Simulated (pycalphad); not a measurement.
CALPHAD calculation (pycalphad, COST 507 light-alloy database (1999)), 1 atm. The data set is of 1999 and partly superseded.

Question: Which phases does Mo-77 at.% Ti hold at 587 K, with what compositions and amounts?

Answer: bcc with 45.7 at.% Ti and hcp with 99.90 at.% Ti. The lever rule gives (77 − 45.7)/(99.9 − 45.7) = 0.58 of hcp and 0.42 of bcc.

Question: Which phases does Mo-80 at.% Ti hold at 760 K, with what compositions and amounts?

Answer: bcc with 69.5 at.% Ti and hcp with 99.68 at.% Ti. The lever rule gives (80 − 69.5)/(99.7 − 69.5) = 0.35 of hcp and 0.65 of bcc.

Question: Which phases does Mo-31 at.% Ti hold at 2580 K, with what compositions and amounts?

Answer: bcc with 27.0 at.% Ti and liquid with 38.9 at.% Ti. The lever rule gives (31 − 27.0)/(38.9 − 27.0) = 0.33 of liquid and 0.67 of bcc.

Question: Which phases does Mo-30 at.% Ti hold at 2623 K, with what compositions and amounts?

Answer: bcc with 23.4 at.% Ti and liquid with 34.2 at.% Ti. The lever rule gives (30 − 23.4)/(34.2 − 23.4) = 0.61 of liquid and 0.39 of bcc.
